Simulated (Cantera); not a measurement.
# SiHCl₃ + N₂ + H₂ (silicon nitride deposition)

A closed system holds: 1 mol SiHCl₃, 2.8 mol N₂, 1.4 mol H₂, held at 560 Pa.

Method: chemical equilibrium by Gibbs-energy minimisation in Cantera with the NASA 1993 tables (ideal gas, pure condensed phases). Candidate condensed phases: NH₄Cl, Si, Si₃N₄; 28 gas species. N₂ is the only nitrogen source here; it is nearly inert below about 1500 K, so the nitride shown seldom forms there in practice. The tables' values for SiCl₃ are old estimates; treat these amounts as uncertain. Kinetics and transport are ignored.

```json
[
 {"T (K)": "800", "log p N₂": "-2.61", "log p HCl": "-2.76", "log p H₂": "-2.96", "log p SiCl₄": "-3.46", "log p SiCl₂": "-11.26", "log p SiCl₃": "-8.38", "n Si₃N₄(s)": "0.223"},
 {"T (K)": "875", "log p N₂": "-2.62", "log p HCl": "-2.74", "log p H₂": "-2.98", "log p SiCl₄": "-3.50", "log p SiCl₂": "-9.69", "log p SiCl₃": "-7.48", "n Si₃N₄(s)": "0.232"},
 {"T (K)": "950", "log p N₂": "-2.62", "log p HCl": "-2.72", "log p H₂": "-3.00", "log p SiCl₄": "-3.54", "log p SiCl₂": "-8.37", "log p SiCl₃": "-6.72", "n Si₃N₄(s)": "0.239"},
 {"T (K)": "1025", "log p N₂": "-2.62", "log p HCl": "-2.70", "log p H₂": "-3.02", "log p SiCl₄": "-3.57", "log p SiCl₂": "-7.25", "log p SiCl₃": "-6.07", "n Si₃N₄(s)": "0.245"},
 {"T (K)": "1100", "log p N₂": "-2.63", "log p HCl": "-2.69", "log p H₂": "-3.04", "log p SiCl₄": "-3.60", "log p SiCl₂": "-6.29", "log p SiCl₃": "-5.52", "n Si₃N₄(s)": "0.250"},
 {"T (K)": "1175", "log p N₂": "-2.63", "log p HCl": "-2.68", "log p H₂": "-3.05", "log p SiCl₄": "-3.63", "log p SiCl₂": "-5.45", "log p SiCl₃": "-5.04", "n Si₃N₄(s)": "0.253"},
 {"T (K)": "1250", "log p N₂": "-2.63", "log p HCl": "-2.67", "log p H₂": "-3.06", "log p SiCl₄": "-3.69", "log p SiCl₂": "-4.73", "log p SiCl₃": "-4.64", "n Si₃N₄(s)": "0.251"},
 {"T (K)": "1325", "log p N₂": "-2.63", "log p HCl": "-2.68", "log p H₂": "-3.06", "log p SiCl₄": "-3.79", "log p SiCl₂": "-4.13", "log p SiCl₃": "-4.33", "n Si₃N₄(s)": "0.239"}
]
```
log p: log10 of the partial pressure in bar; n: condensed amount in mol.

From 800 K to 1325 K the condensed part is Si₃N₄(s). The main Si-bearing gas is SiCl₄ throughout. The share of Si in condensed phases is highest at 1175 K (75.9 %) and lowest at 800 K (66.8 %).
